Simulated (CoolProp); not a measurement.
Properties of R1132(E) along the isotherm 400 K.

The numbers come from the reference Helmholtz-energy equation of state, Akasaka 2024 in CoolProp.

```
p (MPa)          phase  density (kg/m³)  cv (kJ/(kg K))  speed of sound (m/s)  expansivity (1/kK)
-------  -------------  ---------------  --------------  --------------------  ------------------
0.722              gas            14.34          0.9882                 237.3               2.792
1.44               gas            29.55          0.9977                 232.0               3.130
2.17               gas            46.15           1.008                 226.4               3.534
2.89               gas            63.83           1.019                 220.9               4.008
3.61               gas            83.04           1.031                 215.3               4.579
4.33               gas            104.1           1.043                 209.7               5.272
5.06               gas            127.7           1.057                 204.0               6.138
5.78     supercritical            153.6           1.072                 198.7               7.199
6.5      supercritical            182.8           1.087                 193.7               8.516
```
